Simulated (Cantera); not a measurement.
A freely propagating, adiabatic, planar premixed flame of 10.9 % CH4, 2.09 % H2, 18.3 % O2, 68.8 % N2, unburnt at 325 K and 4.00 bar; mixture-averaged transport, grid criteria slope 0.08 and curve 0.16, no radiation.

Model: GRI-Mech 3.0 (53 species, 325 reactions), integrated in Cantera. Burning velocities carry a grid error of a few per cent, more on coarse grids.

x: mole fraction of selected species; z is measured from the peak of heat release.

```tsv
z (mm)	T (K)	u (m/s)	x CH4	x H2	x O2	x C2H2	x C2H4	x O
-0.649	325	0.190	0.108	0.0215	0.183	1.05e-8	2.65e-8	<1e-8
-0.433	330	0.193	0.108	0.0230	0.182	___	___	<1e-8
-0.325	353	0.207	0.106	___	0.181	___	___	<1e-8
-0.216	505	0.297	0.0973	0.0285	0.170	2.75e-5	8.17e-5	<1e-8
-0.108	1066	0.638	0.0621	0.0333	0.120	0.000214	0.000651	1.16e-6
-0.0541	1503	0.907	0.0326	0.0356	0.0733	0.000471	0.00119	2.15e-5
0	1884	1.14	0.00758	0.0362	0.0271	0.000837	0.000614	0.000116
0.0541	2039	1.24	0.000745	0.0348	0.00620	0.000333	3.06e-5	0.000158
0.108	2077	1.26	7.14e-5	0.0346	0.00143	6.24e-5	5.47e-7	0.000129
0.216	2100	1.27	1.95e-6	0.0352	0.000245	3.61e-6	<1e-8	7.40e-5
0.433	2117	1.28	3.36e-8	0.0356	7.82e-5	9.69e-8	<1e-8	3.05e-5
0.866	2128	1.28	<1e-8	0.0357	2.52e-5	<1e-8	<1e-8	1.00e-5
1.73	2133	1.29	<1e-8	0.0358	8.25e-6	<1e-8	<1e-8	3.38e-6
```

Problem. Some entries are withheld; supply them.

Solution. 
- -0.433, x C2H2: 2.65e-7
- -0.433, x C2H4: 7.06e-7
- -0.325, x H2: 0.0249
- -0.325, x C2H2: 2.30e-6
- -0.325, x C2H4: 6.44e-6
